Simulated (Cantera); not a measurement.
A Cantera script and what it prints.

```python
import numpy as np
import cantera as ct

gas_names = """
    Cu CuF CuF2 Cu2 F F2 N NF NF2 NF3 N2
""".split()
cond_names = """
    Cu(cr) Cu(L) CuF2(s) CuF2(L)
""".split()


# ... load() reads the species with a 1 bar reference pressure and builds the phases ...
atoms = {
    'Cu': {'Cu': 1},
    'F2': {'F': 2},
    'N2': {'N': 2},
}
top_T = {}  # K; cautious upper limits of use, not melting points


# ... equilibrate(T, P, feed) seeds the gas with the atoms and calls Mixture.equilibrate('TP', solver="vcs", rtol=1e-11, max_steps=5000) ...
results = []
feed = {'Cu': 1, 'F2': 0.54, 'N2': 0.76}  # mol
T = 823  # K
P = 24000  # Pa
mix = equilibrate(T, P, feed)
results.append((T, P, feed, dict(zip(mix.species_names, mix.species_moles))))
print(gas.report(threshold=1e-05))
for i in range(1, mix.n_phases):
    print(f"{mix.phase(i).name:16s} {mix.phase_moles(i):12.5e} mol")
```

Output:

```
       temperature   823 K
          pressure   24000 Pa
           density   0.098255 kg/m^3
  mean mol. weight   28.014 kg/kmol
   phase of matter   gas

                          1 kg             1 kmol
                     ---------------   ---------------
          enthalpy        5.6291e+05        1.5769e+07  J
   internal energy        3.1865e+05        8.9266e+06  J
           entropy              8345        2.3378e+05  J/K
    Gibbs function        -6.305e+06       -1.7663e+08  J
 heat capacity c_p            1127.8             31593  J/K
 heat capacity c_v            830.96             23278  J/K

                      mass frac. Y      mole frac. X     chem. pot. / RT
                     ---------------   ---------------   ---------------
                N2                 1                 1           -25.812
     [  +10 minor]        5.1449e-07        1.5925e-07

Cu(cr)            4.60000e-01 mol
CuF2(s)           5.40000e-01 mol
```

Equilibrium computed with Cantera from the NASA thermochemical tables; the gas is ideal and each condensed phase is pure.
